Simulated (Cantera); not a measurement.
What does this Cantera script print?

```python
import numpy as np
import cantera as ct

gas = ct.Solution("gri30.yaml")


def delay(T, t_max=10):
    gas.TPX = T, 62000, {'CH3OH': 1, 'O2': 1.36, 'N2': 5.13, 'H2O': 0.59}
    reactor = ct.IdealGasConstPressureReactor(gas, clone=False)
    net = ct.ReactorNet([reactor])
    net.rtol, net.atol = 1e-8, 1e-16
    while net.time < t_max:
        t_old, T_old = net.time, reactor.T
        net.step()
        if reactor.T > T + 400:  # ignition: a rise of 400 K
            return t_old + (T + 400 - T_old) / (reactor.T - T_old) * (net.time - t_old)
    return np.nan


taus = []
for T in [1175, 1225, 1275, 1325, 1375, 1425, 1475, 1525, 1575]:
    taus.append(delay(T))
    print(f"T0 = {T:6g} K   tau = {taus[-1]:.4e} s")
```

Output:

```
T0 =   1175 K   tau = 1.8249e-02 s
T0 =   1225 K   tau = 8.0124e-03 s
T0 =   1275 K   tau = 3.7851e-03 s
T0 =   1325 K   tau = 1.9129e-03 s
T0 =   1375 K   tau = 1.0289e-03 s
T0 =   1425 K   tau = 5.8597e-04 s
T0 =   1475 K   tau = 3.5149e-04 s
T0 =   1525 K   tau = 2.2081e-04 s
T0 =   1575 K   tau = 1.4448e-04 s
```

Computed with Cantera and GRI-Mech 3.0 (53 species, 325 reactions). GRI-Mech 3.0 was tuned for natural gas; its chemistry of methanol as a main component is partial and can be far from experiment.
